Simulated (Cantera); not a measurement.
Cantera run, input and output.

```python
import numpy as np
import cantera as ct

gas = ct.Solution("gri30.yaml")
gas.TPX = 1775, 500000, {'CH4': 1, 'C2H6': 0.21, 'C3H8': 0.077, 'O2': 3.18, 'N2': 12, 'CO2': 0.97}
reactor = ct.IdealGasReactor(gas, energy="on", clone=False)
net = ct.ReactorNet([reactor])
net.rtol, net.atol = 1e-08, 1e-16
show = ['CH4', 'C2H6', 'C3H8', 'H', 'C2H']
times = np.geomspace(8e-06, 0.2, 16)

steps = ct.SolutionArray(gas, extra=["t"])
rows = []
print(f"{'t/s':>10s}{'T/K':>9s}{'P/Pa':>11s}" + "".join(f"{s:>11s}" for s in show))
for t in times:
    while net.time < t:
        t_next = net.step()
        steps.append(gas.state, t=t_next)
    rows.append([np.interp(t, steps.t, y) for y in (steps.T, steps.P, *steps(*show).X.T)])
    print(f"{t:10.3e}{rows[-1][0]:9.1f}{rows[-1][1]:11.4g}" + "".join(f"{x:11.3e}" for x in rows[-1][2:]))
rate = np.gradient(steps.T, steps.t)
print("integrator steps:", len(steps.t))
if steps.T.max() > steps.T[0] + 200:
    print(f"time of steepest temperature rise: {steps.t[rate.argmax()]:.4e} s")
gas.TPX = 1775, 500000, {'CH4': 1, 'C2H6': 0.21, 'C3H8': 0.077, 'O2': 3.18, 'N2': 12, 'CO2': 0.97}
gas.equilibrate("UV")
print(f"equilibrium (UV): T = {gas.T:.1f} K  " + "  ".join(f"{s} {gas[s].X[0]:.3e}" for s in show))
```

Result:

```
       t/s      T/K       P/Pa        CH4       C2H6       C3H8          H        C2H
 8.000e-06   2763.0  8.447e+05  5.249e-12  3.289e-19  1.092e-29  1.344e-02  6.506e-14
 1.571e-05   3031.2  9.102e+05  3.576e-14  6.083e-27  2.466e-39  7.093e-03  1.545e-17
 3.087e-05   3040.6  9.121e+05  3.853e-14  6.606e-27  2.933e-39  6.777e-03  1.635e-17
 6.063e-05   3034.5    9.1e+05  3.991e-14  7.022e-27  3.197e-39  6.683e-03  1.611e-17
 1.191e-04   3027.2  9.076e+05  4.161e-14  7.549e-27  3.542e-39  6.574e-03  1.582e-17
 2.339e-04   3022.4   9.06e+05  4.279e-14  7.921e-27  3.793e-39  6.502e-03  1.562e-17
 4.595e-04   3021.2  9.056e+05  4.307e-14  8.010e-27  3.854e-39  6.486e-03  1.557e-17
 9.025e-04   3021.2  9.056e+05  4.308e-14  8.013e-27  3.857e-39  6.485e-03  1.557e-17
 1.773e-03   3021.2  9.056e+05  4.308e-14  8.013e-27  3.857e-39  6.485e-03  1.557e-17
 3.482e-03   3021.2  9.056e+05  4.308e-14  8.013e-27  3.857e-39  6.485e-03  1.557e-17
 6.840e-03   3021.2  9.056e+05  4.308e-14  8.013e-27  3.857e-39  6.485e-03  1.557e-17
 1.344e-02   3021.2  9.056e+05  4.308e-14  8.013e-27  3.857e-39  6.485e-03  1.557e-17
 2.639e-02   3021.2  9.056e+05  4.308e-14  8.013e-27  3.857e-39  6.485e-03  1.557e-17
 5.184e-02   3021.2  9.056e+05  4.308e-14  8.013e-27  3.857e-39  6.485e-03  1.557e-17
 1.018e-01   3021.2  9.056e+05  4.308e-14  8.013e-27  3.857e-39  6.485e-03  1.557e-17
 2.000e-01   3021.2  9.056e+05  4.308e-14  8.013e-27  3.857e-39  6.485e-03  1.557e-17
integrator steps: 1648
time of steepest temperature rise: 7.2016e-06 s
equilibrium (UV): T = 3021.2 K  CH4 5.598e-14  C2H6 1.316e-26  C3H8 7.043e-39  H 6.485e-03  C2H 1.638e-17
```

Detailed kinetics in Cantera: GRI-Mech 3.0 (53 species, 325 reactions). Above 3000 K some thermodynamic fits are extrapolated.
